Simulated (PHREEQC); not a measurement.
A solution holds 0.0095 mol K2CO3 per kg of water, at 75 °C. Closed to the air; pH follows from the charge balance.

Model: ion-association model, wateq4f.dat, run in PHREEQC.

Q: The ionic strength comes out as 0.0251 mol/kgw. What activity coefficients do CO3-2, OH-, HCO3-, K+ get?

A: CO3-2 0.53, OH- 0.84, HCO3- 0.85, K+ 0.84.

No solid was allowed to form. Constants without temperature data keep their 25 °C values here.
